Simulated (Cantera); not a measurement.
## Premixed flame

A freely propagating, adiabatic, planar premixed flame of 10.2 % CH4, 0.641 % CO, 18.7 % O2, 70.4 % N2, equivalence ratio 1.1, unburnt at 448 K and 135 Torr; mixture-averaged transport, grid criteria slope 0.08 and curve 0.16, no radiation.

Detailed kinetics in Cantera: GRI-Mech 3.0 (53 species, 325 reactions). Burning velocities carry a grid error of a few per cent, more on coarse grids.

| z (mm) | T (K) | u (m/s) | x CH4 | x CO | x O2 | x CH3 | x O | x OH |
|---|---|---|---|---|---|---|---|---|
| -4.81 | 448 | 1.09 | 0.102 | 0.00641 | 0.187 | <1e-8 | <1e-8 | <1e-8 |
| -3.21 | 448 | 1.10 | 0.102 | 0.00640 | 0.187 | 1.59e-7 | <1e-8 | <1e-8 |
| -2.41 | 451 | 1.11 | 0.101 | 0.00643 | 0.186 | 1.21e-6 | 3.08e-8 | 6.83e-8 |
| -1.60 | 494 | 1.22 | 0.0979 | 0.00727 | 0.183 | 1.68e-5 | 6.40e-7 | 6.79e-6 |
| -0.802 | 886 | 2.23 | 0.0726 | 0.0202 | 0.153 | 0.000535 | 2.52e-5 | 6.28e-5 |
| -0.401 | 1308 | 3.34 | 0.0406 | 0.0406 | 0.112 | 0.00297 | 0.000192 | 0.000477 |
| 0 | 1697 | 4.38 | 0.0108 | 0.0622 | 0.0630 | 0.00304 | 0.00105 | 0.00249 |
| 0.401 | 1863 | 4.82 | 0.00111 | 0.0654 | 0.0329 | 0.000538 | 0.00304 | 0.00616 |
| 0.802 | 1899 | 4.90 | 5.96e-5 | 0.0579 | 0.0211 | 3.31e-5 | 0.00444 | 0.00839 |
| 1.60 | 1921 | 4.94 | 1.56e-7 | 0.0476 | 0.0154 | 9.41e-8 | 0.00486 | 0.00931 |
| 3.21 | 1944 | 4.98 | <1e-8 | 0.0420 | 0.0135 | <1e-8 | 0.00463 | 0.00940 |
| 6.42 | 1976 | 5.05 | <1e-8 | 0.0408 | 0.0125 | <1e-8 | 0.00417 | 0.00929 |
| 12.8 | 2022 | 5.15 | <1e-8 | 0.0399 | 0.0111 | <1e-8 | 0.00346 | 0.00899 |
x: mole fraction of selected species; z is measured from the peak of heat release.

```json
{
 "laminar_burning_velocity": "109 cm/s",
 "thermal_thickness": "1.60 mm",
 "peak x(CH3)": "0.00381",
 "peak x(O)": "0.00486",
 "peak x(OH)": "0.00940",
 "grid_points": "158"
}
```
